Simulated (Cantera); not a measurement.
Feed: 1 mol Al2O3, 0.33 mol H2, at 10.0 mbar.

Equilibrium computed with Cantera from the NASA thermochemical tables; the gas is ideal and each condensed phase is pure. Candidate condensed phases: Al, Al2O3, H2O; 19 gas species. Kinetics and transport are ignored.

Problem. Which condensed phases are stable at each of these points (T (°C)): 1150, 1300, 1450, 1600, 1750, 1900, 2050, 2200, 2350, 2500, 2650?

Solution. 
| T (°C) | condensed phases | Al condensed (%) |
|---|---|---|
| 1150 | Al2O3(s) | 100.0 |
| 1300 | Al2O3(s) | 100.0 |
| 1450 | Al2O3(s) | 100.0 |
| 1600 | Al2O3(s) | 100.0 |
| 1750 | Al2O3(s) | 100.0 |
| 1900 | Al2O3(s) | 100.0 |
| 2050 | Al2O3(s) | 99.9 |
| 2200 | Al2O3(l) | 99.7 |
| 2350 | Al2O3(l) | 99.4 |
| 2500 | Al2O3(l) | 98.7 |
| 2650 | Al2O3(l) | 96.3 |

From 1150 °C to 2050 °C the condensed part is Al2O3(s). From 2200 °C to 2650 °C the condensed part is Al2O3(l).
